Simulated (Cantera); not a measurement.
An isothermal, constant-pressure homogeneous reactor starts with H₂ : O₂ : N₂ = 4.4 : 1 : 1.1 (molar parts), equivalence ratio 2.2, at 1350 K and 0.920 bar.

Detailed kinetics in Cantera: the H2/O2 subset of GRI-Mech 3.0, which has no nitrogen chemistry. The temperature is held fixed by assumption; the heat of reaction is taken as removed at once.

One state of this run: x H₂ = 0.434; x O₂ = 1.41e-7; x H₂O = 0.363; x H₂O₂ = 6.54e-9; x H = 0.00321; x OH = 4.36e-5. x: mole fraction; the columns are a selection and need not sum to one.

**Question.** Which value of t (s) does it belong to?
A. 0.0165
B. 0.0367
C. 0.000668
D. 0.406

**Answer.** C, 0.000668
